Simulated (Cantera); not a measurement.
Adiabatic ignition

An adiabatic, constant-pressure homogeneous reactor starts with CH4 : O2 : N2 : H2O = 1 : 1.25 : 4.7 : 0.85 (molar parts), equivalence ratio 1.6, at 1523 K and 100000 Pa.

Computed with Cantera and GRI-Mech 3.0 (53 species, 325 reactions).

```tsv
t (s)	T (K)	x CH4	x O2	x H2O	x C2H2	x HCN	x O	x H
7.00e-6	1523	0.128	0.160	0.109	<1e-12	<1e-12	7.44e-9	2.62e-8
1.84e-5	1523	0.128	0.160	0.109	<1e-12	<1e-12	1.09e-8	3.08e-8
4.84e-5	1523	0.128	0.160	0.109	5.00e-12	<1e-12	2.26e-8	4.52e-8
0.000127	1523	0.128	0.160	0.109	4.70e-10	<1e-12	6.32e-8	9.68e-8
0.000334	1524	0.128	0.160	0.109	4.44e-8	<1e-12	1.77e-7	3.13e-7
0.000878	1538	0.123	0.157	0.112	3.87e-6	<1e-12	6.81e-7	2.06e-6
0.00231	2579	<1e-12	0.000535	0.231	<1e-12	3.76e-9	0.000512	0.0111
0.00607	2581	<1e-12	0.000495	0.231	<1e-12	9.57e-9	0.000476	0.0107
0.0159	2579	<1e-12	0.000483	0.231	<1e-12	1.45e-8	0.000466	0.0107
0.0419	2578	<1e-12	0.000481	0.231	<1e-12	1.51e-8	0.000465	0.0107
0.110	2578	<1e-12	0.000481	0.231	<1e-12	1.51e-8	0.000465	0.0107
0.290	2578	<1e-12	0.000481	0.231	<1e-12	1.51e-8	0.000465	0.0107
0.761	2578	<1e-12	0.000481	0.231	<1e-12	1.51e-8	0.000465	0.0107
2.00	2578	<1e-12	0.000481	0.231	<1e-12	1.51e-8	0.000465	0.0107
```
x: mole fraction; the columns are a selection and need not sum to one.

```json
{
 "time_of_steepest_temperature_rise": "1.48 ms",
 "temperature at 2.00 s": "2578 K",
 "equilibrium_temperature": "2578 K",
 "x(CH4) at 2.00 s": "<1e-12 (gas-phase equilibrium <1e-12)",
 "x(O2) at 2.00 s": "0.000481 (gas-phase equilibrium 0.000481)",
 "x(H2O) at 2.00 s": "0.231 (gas-phase equilibrium 0.231)"
}
```
